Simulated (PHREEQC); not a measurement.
Consider water at 20 °C with 0.0016 mol/kgw CuCl2 and 0.0011 mol/kgw HNO3. Closed to the air; pH follows from the charge balance.

All values are PHREEQC results (ion-association model, wateq4f.dat), not measurements.

Q: The ionic strength comes out as 0.00588 mol/kgw. What activity coefficients do H+, Cu+2, NO3-, Cl-, CuCl+ get?

A: H+ 0.93, Cu+2 0.73, NO3- 0.92, Cl- 0.92, CuCl+ 0.92.

This is a speciation only: nothing precipitates in the calculation.
